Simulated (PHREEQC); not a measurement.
## Silver or lead bath: speciation

Solution (25 °C): 0.00058 mol/kgw PbCl2 and 0.00014 mol/kgw KBr. Closed to the air; pH follows from the charge balance.

All values are PHREEQC results (ion-association model, wateq4f.dat), not measurements.

Each row changes one thing in this solution. This is a speciation only: nothing precipitates in the calculation.

| case | pH | ionic strength (mol/kgw) |
|---|---|---|
| as made | 5.52 | 0.00183 |
| PbCl2 from 0.00058 to 0.00087 mol/kgw | 5.44 | ___ |
| PbCl2 from 0.00058 to 0.0058 mol/kgw | 5.09 | ___ |
| PbCl2 replaced by NiCl2 at the same molality | 6.56 | 0.00188 |
| PbCl2 replaced by CaCl2 at the same molality | 7.00 | 0.00188 |
| diluted 5-fold with water | ___ | 0.000372 |

Task: Some entries are withheld; supply them.

Result: 
- PbCl2 from 0.00058 to 0.00087 mol/kgw, ionic strength (mol/kgw): 0.00265
- PbCl2 from 0.00058 to 0.0058 mol/kgw, ionic strength (mol/kgw): 0.0151
- diluted 5-fold with water, pH: 5.84
